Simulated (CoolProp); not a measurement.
Vapour-liquid equilibrium of benzene (1) + n-nonane (2) at 0.0468 MPa; x and y are mole fractions of (1).

Model: multi-fluid Helmholtz-energy mixture model, Thol 2012 and Lemmon 2006; pair parameters Bell 2016, in CoolProp.

```json
[
 {"x": "0.05", "bubble temperature, mixture model (K)": "383.5", "bubble temperature, Raoult's law (K)": "388.1", "y, mixture model": "0.377", "y, Raoult's law": "0.284"},
 {"x": "0.125", "bubble temperature, mixture model (K)": "369.6", "bubble temperature, Raoult's law (K)": "377.5", "y, mixture model": "0.644", "y, Raoult's law": "0.540"},
 {"x": "0.2", "bubble temperature, mixture model (K)": "360.5", "bubble temperature, Raoult's law (K)": "369.1", "y, mixture model": "0.765", "y, Raoult's law": "0.689"},
 {"x": "0.275", "bubble temperature, mixture model (K)": "354.2", "bubble temperature, Raoult's law (K)": "362.4", "y, mixture model": "0.830", "y, Raoult's law": "0.782"},
 {"x": "0.35", "bubble temperature, mixture model (K)": "349.7", "bubble temperature, Raoult's law (K)": "356.8", "y, mixture model": "0.870", "y, Raoult's law": "0.844"},
 {"x": "0.425", "bubble temperature, mixture model (K)": "346.2", "bubble temperature, Raoult's law (K)": "352.0", "y, mixture model": "0.897", "y, Raoult's law": "0.886"},
 {"x": "0.5", "bubble temperature, mixture model (K)": "343.3", "bubble temperature, Raoult's law (K)": "347.9", "y, mixture model": "0.917", "y, Raoult's law": "0.917"},
 {"x": "0.575", "bubble temperature, mixture model (K)": "340.9", "bubble temperature, Raoult's law (K)": "344.3", "y, mixture model": "0.932", "y, Raoult's law": "0.940"},
 {"x": "0.65", "bubble temperature, mixture model (K)": "338.8", "bubble temperature, Raoult's law (K)": "341.2", "y, mixture model": "0.946", "y, Raoult's law": "0.957"},
 {"x": "0.725", "bubble temperature, mixture model (K)": "336.8", "bubble temperature, Raoult's law (K)": "338.4", "y, mixture model": "0.958", "y, Raoult's law": "0.970"},
 {"x": "0.8", "bubble temperature, mixture model (K)": "334.9", "bubble temperature, Raoult's law (K)": "335.8", "y, mixture model": "0.970", "y, Raoult's law": "0.981"},
 {"x": "0.875", "bubble temperature, mixture model (K)": "333.1", "bubble temperature, Raoult's law (K)": "333.5", "y, mixture model": "0.981", "y, Raoult's law": "0.989"},
 {"x": "0.95", "bubble temperature, mixture model (K)": "331.3", "bubble temperature, Raoult's law (K)": "331.4", "y, mixture model": "0.992", "y, Raoult's law": "0.996"}
]
```

The largest gap from Raoult's law is -8.6 K in bubble temperature, at x = 0.2. No azeotrope shows between x = 0.05 and 0.95.

The pair parameters rest on a limited set of measurements; away from them the model extrapolates.
